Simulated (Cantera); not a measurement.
Cantera run, input and output.

```python
import numpy as np
import cantera as ct

gas = ct.Solution("gri30.yaml", transport_model="multicomponent")
show = ['C2H2', 'NH3', 'H']

rows = []
print(f"{'T/K':>7s}{'rho':>11s}{'cp':>10s}{'mu':>11s}{'lambda':>11s}{'Pr':>7s}" + "".join(f"{'D_' + s:>11s}" for s in show))
for T in [400, 550, 700, 850, 1000, 1150, 1300, 1450]:
    gas.TPX = T, 120000, {'C3H8': 0.98, 'CO': 0.47, 'H2O': 0.6}
    Pr = gas.cp_mass * gas.viscosity / gas.thermal_conductivity
    D = [gas.mix_diff_coeffs_mole[gas.species_index(s)] for s in show]
    rows.append([gas.density, gas.cp_mass, gas.viscosity, gas.thermal_conductivity, Pr, *D])
    print(f"{T:7g}{gas.density:11.4e}{gas.cp_mass:10.1f}{gas.viscosity:11.4e}"
          f"{gas.thermal_conductivity:11.4e}{Pr:7.3f}" + "".join(f"{d:11.4e}" for d in D))
print("SI units: kg/m3, J/kg/K, Pa s, W/m/K, m2/s")
```

Result:

```
    T/K        rho        cp         mu     lambda     Pr     D_C2H2      D_NH3        D_H
    400 1.1826e+00    1884.0 1.3312e-05 3.2796e-02  0.765 1.7390e-05 2.1980e-05 1.2705e-04
    550 8.6006e-01    2291.7 1.7635e-05 5.1437e-02  0.786 3.1308e-05 4.0848e-05 2.2615e-04
    700 6.7576e-01    2634.9 2.1566e-05 7.1140e-02  0.799 4.8253e-05 6.4430e-05 3.4603e-04
    850 5.5651e-01    2914.8 2.5189e-05 9.0981e-02  0.807 6.7905e-05 9.2207e-05 4.8462e-04
   1000 4.7303e-01    3147.7 2.8565e-05 1.1066e-01  0.813 9.0037e-05 1.2380e-04 6.4045e-04
   1150 4.1133e-01    3321.9 3.1741e-05 1.2931e-01  0.815 1.1448e-04 1.5891e-04 8.1240e-04
   1300 3.6387e-01    3475.0 3.4748e-05 1.4767e-01  0.818 1.4111e-04 1.9733e-04 9.9961e-04
   1450 3.2623e-01    3608.5 3.7613e-05 1.6563e-01  0.819 1.6982e-04 2.3886e-04 1.2014e-03
SI units: kg/m3, J/kg/K, Pa s, W/m/K, m2/s
```

Cantera simulation using GRI-Mech 3.0 (53 species, 325 reactions); the numbers are that mechanism's predictions, not measurements. Polar gases are described roughly by these parameters. The composition is frozen, though it would react at the higher temperatures.
